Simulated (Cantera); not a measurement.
A perfectly stirred reactor is fed with 22.4 % H2, 14.9 % O2, 62.7 % N2, at 100000 Pa; it is held at 1250 K, and followed from long to short residence time.

Model: the H2/O2 subset of GRI-Mech 3.0, which has no nitrogen chemistry, integrated in Cantera. The temperature is held fixed by assumption; the heat of reaction is taken as removed at once.

**Question.** Predict: x(H2) at τ = 0.770 s; x(O2) at τ = 0.770 s; x(H2O) at τ = 0.770 s; x(H2O2) at τ = 0.770 s; x(H) at τ = 0.770 s; x(H2) at τ = 22.0 ms; x(O2) at τ = 22.0 ms; x(H2O) at τ = 22.0 ms; x(H2O2) at τ = 22.0 ms; x(H) at τ = 22.0 ms.

**Answer.** 
| Property | Value |
|---|---|
| x(H2) at τ = 0.770 s | 0.000174 |
| x(O2) at τ = 0.770 s | 0.0421 |
| x(H2O) at τ = 0.770 s | 0.252 |
| x(H2O2) at τ = 0.770 s | 4.24e-7 |
| x(H) at τ = 0.770 s | 2.70e-6 |
| x(H2) at τ = 22.0 ms | 0.00170 |
| x(O2) at τ = 22.0 ms | 0.0427 |
| x(H2O) at τ = 22.0 ms | 0.250 |
| x(H2O2) at τ = 22.0 ms | 2.35e-6 |
| x(H) at τ = 22.0 ms | 9.12e-5 |
